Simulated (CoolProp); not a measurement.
Vapour pressure (kPa) of chlorine: the reference equation beside estimates from Tc = 416.9 K, pc = 7642 kPa, ω = 0.070.

Computed with CoolProp (reference Helmholtz-energy equation of state, Thol 2021).

```tsv
T (K)	reference	Soave-Redlich-Kwong	Peng-Robinson
326.5	1559	1553	1543
333.5	1818	1811	1797
340.4	2101	2093	2076
347.3	2414	2406	2385
354.3	2763	2756	2732
361.2	3141	3135	3108
368.1	3553	3549	3520
375	4002	4001	3970
382	4496	4499	4468
388.9	5023	5031	5001
395.8	5593	5606	5579
402.8	6218	6234	6213
```

Absolute difference from the reference over all 12 rows, mean and median: Soave-Redlich-Kwong 0.2 and 0.2 %, Peng-Robinson 0.8 and 1.0 %.
